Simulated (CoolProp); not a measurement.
Vapour-liquid equilibrium of hydrogen chloride (1) + n-butane (2) at -80.35 °C; x and y are mole fractions of (1).

Model: multi-fluid Helmholtz-energy mixture model, Thol 2018 and Bücker 2006; pair parameters Bell 2016, in CoolProp.

**Question.** Give the bubble pressure and the first vapour's composition at x = 0.35, 0.85, 0.95. Is there an azeotrope?

**Answer.** x = 0.35: 1.040 bar, y = 0.992; x = 0.85: 1.172 bar, y = 0.994; x = 0.95: 1.251 bar, y = 0.997. No azeotrope shows between x = 0.05 and 0.95.

Pair parameters are fitted to limited data, so mixtures are less certain than the pure fluids. With so large a gap from Raoult's law the liquid may split in two, which this calculation doesn't test in full.
